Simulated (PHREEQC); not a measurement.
Consider water at 20 °C with 1 mmol/kgw Al(NO3)3. Closed to the air; pH follows from the charge balance.

Model: ion-association model, wateq4f.dat, run in PHREEQC.

No solid was allowed to form.

Task: Predict the pH.

Result: pH 4.16.

Task: In which forms is Al present?

Result: Al+3 93 %, AlOH+2 6.8 % of the Al.

Examples of supersaturated solids here: Gibbsite (slow to form), Boehmite (slow to form). Others may be too.
